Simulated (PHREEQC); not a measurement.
Make-up at 5.9 °C: 9.3e-05 mol H4SiO4, 0.0094 mol K2SiO3 and 5.1e-05 mol (NH4)2HPO4 per kg of water. Closed to the air; pH follows from the charge balance.

Equilibrium calculation in PHREEQC: ion-association model, phreeqc.dat.

Each row changes one thing in this solution. This is a speciation only: nothing precipitates in the calculation.

| case | pH | ionic strength (mol/kgw) | H3SiO4- (mol/kgw) | H2SiO4-2 (mol/kgw) | H4SiO4 (mol/kgw) | SI of Quartz (SiO2) |
|---|---|---|---|---|---|---|
| as made | 12.56 | 0.0197 | 0.00869 | 0.000775 | 3.01e-5 | -0.24 |
| temperature from 5.9 to 50 °C | 11.14 | 0.0194 | 0.00881 | 0.000511 | 0.000175 | -0.11 |
| (NH4)2HPO4 from 5.1e-05 to 0.000102 mol/kgw | 12.55 | 0.0198 | 0.00870 | 0.000764 | 3.06e-5 | -0.23 |
| (NH4)2HPO4 left out | 12.57 | 0.0196 | 0.00868 | 0.000785 | 2.96e-5 | -0.24 |
| (NH4)2HPO4 replaced by Na2HPO4 at the same molality | 12.56 | 0.0198 | 0.00868 | 0.000783 | 2.98e-5 | -0.24 |
| K2SiO3 from 0.0094 to 0.0188 mol/kgw | 12.81 | 0.0406 | 0.0160 | 0.00286 | 2.96e-5 | -0.24 |
| (NH4)2HPO4 from 5.1e-05 to 7.65e-05 mol/kgw | 12.56 | 0.0198 | 0.00869 | 0.000769 | 3.03e-5 | -0.23 |
| (NH4)2HPO4 replaced by NH4Br at the same molality | 12.56 | 0.0196 | 0.00868 | 0.000781 | 2.98e-5 | -0.24 |
| H4SiO4 from 9.3e-05 to 0.00014 mol/kgw | 12.56 | 0.0197 | 0.00873 | 0.000775 | 3.04e-5 | -0.23 |

Away from 25 °C the constants follow the database's enthalpies or fits; those with neither stay at their 25 °C values.
